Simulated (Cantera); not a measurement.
Charge: 1 mol Fe₃O₄, 11 mol CO, 1.6 mol C, held at 0.435 Torr.

Method: chemical equilibrium by Gibbs-energy minimisation in Cantera with the NASA 1993 tables (ideal gas, pure condensed phases). Candidate condensed phases: C, Fe, Fe(CO)₅, FeO, Fe₂O₃, Fe₃O₄; 15 gas species. Equilibrium is a limit: real reactors are often held back by kinetics, nucleation or transport.

**Question.** At 2198 K, list the 6 most abundant gas species with their mole fractions, and the condensed phases.

**Answer.** CO 0.665, Fe 0.185, CO₂ 0.136, FeO 0.00610, O 0.00559, O₂ 0.00254. Condensed: gas only.
